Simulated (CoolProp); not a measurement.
Properties of octamethylcyclotetrasiloxane (D4) at several states (Tc = 586.5 K, pc = 1.347 MPa, ω = 0.598).

Values from CoolProp's reference Helmholtz-energy equation of state, Thol 2015.

```csv
T (K),p (MPa),phase,density (kg/m³),cp (kJ/(kg K))
618.9,0.399,gas,25.26,2.065
338.6,0.851,liquid,905.8,1.742
371.4,0.017,liquid,865.3,1.812
405.5,5.68,liquid,840.5,1.873
317,1.28,liquid,931.2,1.701
```
